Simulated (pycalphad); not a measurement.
Source of the numbers: pycalphad with the COST 507 light-alloy database (1999); pressure 1 atm. No gas phase is included, though pure Mg would boil below 1650 K. The data set is of 1999 and partly superseded. Diffusion is slow at the low end, where real alloys seldom reach equilibrium.

Molar enthalpy of Mg-0.26Al-1.84Si (at.%) in equilibrium (SER reference):

| T (K) | H (kJ/mol) | phases |
|---|---|---|
| 1650 | 50.71 | LIQUID |
| 1550 | 47.30 | LIQUID |
| 1450 | 43.88 | LIQUID |
| 1350 | 40.46 | LIQUID |
| 1250 | 37.04 | LIQUID |
| 1150 | 33.63 | LIQUID |
| 1050 | 30.21 | LIQUID |
| 1000 | 28.50 | LIQUID |
| 950 | 26.80 | LIQUID |
| 900 | 15.71 | HCP_A3 + MG2SI |
| 850 | 14.15 | HCP_A3 + MG2SI |
| 750 | 11.12 | HCP_A3 + MG2SI |
| 650 | 8.22 | HCP_A3 + MG2SI |
| 550 | 5.42 | HCP_A3 + MG2SI |
| 450 | 2.72 | HCP_A3 + MG2SI |
| 350 | 0.12 | HCP_A3 + MG2SI |

Cooling from 950 K to 900 K, across the freezing range, releases 11.1 kJ/mol, or 455 J/g. The slope is 34 J/(mol K) in the liquid and 31 J/(mol K) just below the solidus, where it includes any heat of precipitation. Liquidus 945 K, solidus 907 K. Changes were sought between steps of 50 K, so a narrower field can be missed.

Database names, with the compositions (at.%) that they take in these runs: MG2SI: Mg 67 Si 33. HCP_A3 is hcp.
